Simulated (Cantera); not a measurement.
Input: 1 mol AlCl3, 0.65 mol O2, 290 mol H2, 18 mol N2, at 6.15 Torr.

Cantera equilibrium calculation (NASA polynomials, part measured and part estimated; ideal gas, pure solids and liquids). Candidate condensed phases: Al, AlCl3, AlN, Al2O3, H2O, NH4Cl; 45 gas species. Mutual solubility and eutectic melting of coexisting phases are not modelled. Equilibrium is a limit: real reactors are often held back by kinetics, nucleation or transport.

Task: What share of the Al ends up in condensed phases as a function of T (K), at 1150, 1200, 1250, 1300, 1350, 1400, 1450, 1500, 1550, 1600, 1650, 1700, 1750, 1800?

Result: 
| T (K) | Al condensed (%) | as |
|---|---|---|
| 1150 | 98.3 | AlN(s) + Al2O3(s) |
| 1200 | 98.1 | AlN(s) + Al2O3(s) |
| 1250 | 97.6 | AlN(s) + Al2O3(s) |
| 1300 | 96.4 | AlN(s) + Al2O3(s) |
| 1350 | 92.9 | AlN(s) + Al2O3(s) |
| 1400 | 86.6 | Al2O3(s) |
| 1450 | 86.6 | Al2O3(s) |
| 1500 | 86.5 | Al2O3(s) |
| 1550 | 86.3 | Al2O3(s) |
| 1600 | 86.0 | Al2O3(s) |
| 1650 | 85.2 | Al2O3(s) |
| 1700 | 84.0 | Al2O3(s) |
| 1750 | 81.9 | Al2O3(s) |
| 1800 | 78.9 | Al2O3(s) |
